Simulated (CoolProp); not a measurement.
CH3F (R41) along the isobar 7.84 MPa: Z from the reference equation and from simpler models built on Tc = 44.1 °C, pc = 5.906 MPa, ω = 0.200; each cubic takes its own stable root.

Values from CoolProp's reference Helmholtz-energy equation of state, Lemmon 2006. It is a short technical equation, of lower accuracy than the large ones.

| T (°C) | phase | reference |
|---|---|---|
| -81.75 | liquid | 0.1867 |
| -62.15 | liquid | 0.1771 |
| -42.45 | liquid | 0.1705 |
| -22.75 | liquid | 0.1666 |
| -3.15 | liquid | 0.1659 |
| 16.55 | liquid | 0.1696 |
| 36.15 | liquid | 0.1827 |
| 55.85 | supercritical | 0.2647 |
| 75.55 | supercritical | 0.5338 |
| 95.15 | supercritical | 0.6512 |
| 114.85 | supercritical | 0.7247 |

Problem. How far does each simpler model (van der Waals, Redlich-Kwong, Soave-Redlich-Kwong, Peng-Robinson) lie from the reference over these 11 states: mean and median of the absolute difference, and the worst?

Solution. 
- van der Waals: mean 55.0 %, median 76.7 %, worst +86.4 % at -81.75 °C and 7.84 MPa
- Redlich-Kwong: mean 22.7 %, median 28.6 %, worst +36.8 % at 36.15 °C and 7.84 MPa
- Soave-Redlich-Kwong: mean 23.2 %, median 25.9 %, worst +35.0 % at 36.15 °C and 7.84 MPa
- Peng-Robinson: mean 11.8 %, median 11.7 %, worst +23.9 % at 55.85 °C and 7.84 MPa
